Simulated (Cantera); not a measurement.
Charge: 1 mol B, 1.4 mol O₂, 2.1 mol N₂, at 1175 K and 1.00 bar.

Method: chemical equilibrium by Gibbs-energy minimisation in Cantera with the NASA 1993 tables (ideal gas, pure condensed phases). Candidate condensed phases: B, BN, B₂O₃; 17 gas species. Equilibrium is a limit: real reactors are often held back by kinetics, nucleation or transport.

Base state: N₂ 0.764, O₂ 0.236, NO 0.000168 (mole fractions); condensed: B₂O₃(l).

What changes in the equilibrium state with this change: B replaced by BF₃?


| species | before | after |
|---|---|---|
| N₂ | 0.764 | 0.467 |
| O₂ | 0.236 | 0.311 |
| BF₃ | 0 | 0.222 |
| NO | 0.000168 | 0.000151 |
| B₂O₃(l), mol | 0.500 | 0 |
